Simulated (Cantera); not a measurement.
Cantera run, input and output.

```python
import numpy as np
import cantera as ct

gas = ct.Solution("gri30.yaml")
gas.TPX = 1023, 260000, {'CO': 0.0074, 'O2': 0.0087, 'H2O': 0.00021, 'N2': 1}
reactor = ct.IdealGasConstPressureReactor(gas, energy="off", clone=False)
net = ct.ReactorNet([reactor])
net.rtol, net.atol = 1e-08, 1e-18
show = ['CO', 'O2', 'H2O', 'NO', 'H2', 'HO2']
times = np.geomspace(2e-06, 10, 11)

steps = ct.SolutionArray(gas, extra=["t"])
rows = []
print(f"{'t/s':>10s}{'T/K':>9s}{'P/Pa':>11s}" + "".join(f"{s:>11s}" for s in show))
for t in times:
    while net.time < t:
        t_next = net.step()
        steps.append(gas.state, t=t_next)
    rows.append([np.interp(t, steps.t, y) for y in (steps.T, steps.P, *steps(*show).X.T)])
    print(f"{t:10.3e}{rows[-1][0]:9.1f}{rows[-1][1]:11.4g}" + "".join(f"{x:11.3e}" for x in rows[-1][2:]))
rate = np.gradient(steps.T, steps.t)
print("integrator steps:", len(steps.t))
if steps.T.max() > steps.T[0] + 200:
    print(f"time of steepest temperature rise: {steps.t[rate.argmax()]:.4e} s")
gas.TPX = 1023, 260000, {'CO': 0.0074, 'O2': 0.0087, 'H2O': 0.00021, 'N2': 1}
gas.equilibrate("TP")
print(f"equilibrium (TP): T = {gas.T:.1f} K  " + "  ".join(f"{s} {gas[s].X[0]:.3e}" for s in show))
```

Output:

```
       t/s      T/K       P/Pa         CO         O2        H2O         NO         H2        HO2
 2.000e-06   1023.0    2.6e+05  7.281e-03  8.560e-03  2.066e-04  1.598e-25  4.863e-23  2.409e-17
 9.352e-06   1023.0    2.6e+05  7.281e-03  8.560e-03  2.066e-04  3.841e-24  6.731e-21  1.234e-16
 4.373e-05   1023.0    2.6e+05  7.281e-03  8.560e-03  2.066e-04  1.069e-22  1.219e-18  2.557e-15
 2.045e-04   1023.0    2.6e+05  7.281e-03  8.560e-03  2.066e-04  2.635e-21  1.016e-16  1.697e-13
 9.564e-04   1023.0    2.6e+05  7.281e-03  8.560e-03  2.066e-04  5.270e-20  3.136e-15  4.794e-12
 4.472e-03   1023.0    2.6e+05  7.281e-03  8.560e-03  2.066e-04  7.357e-19  6.323e-14  6.902e-11
 2.091e-02   1023.0    2.6e+05  7.281e-03  8.560e-03  2.066e-04  6.759e-18  1.201e-12  5.109e-10
 9.779e-02   1023.0    2.6e+05  7.281e-03  8.560e-03  2.066e-04  1.267e-16  3.428e-11  3.896e-09
 4.573e-01   1023.0    2.6e+05  7.266e-03  8.553e-03  2.065e-04  1.119e-13  1.232e-08  1.365e-07
 2.138e+00   1023.0    2.6e+05  6.758e-03  8.300e-03  2.054e-04  5.487e-11  1.040e-06  3.778e-07
 1.000e+01   1023.0    2.6e+05  4.259e-03  7.057e-03  2.050e-04  1.863e-09  1.749e-06  4.143e-07
integrator steps: 480
equilibrium (TP): T = 1023.0 K  CO 8.490e-12  O2 4.934e-03  H2O 2.074e-04  NO 6.912e-06  H2 3.149e-13  HO2 4.630e-12
```

Cantera simulation using GRI-Mech 3.0 (53 species, 325 reactions); the numbers are that mechanism's predictions, not measurements.
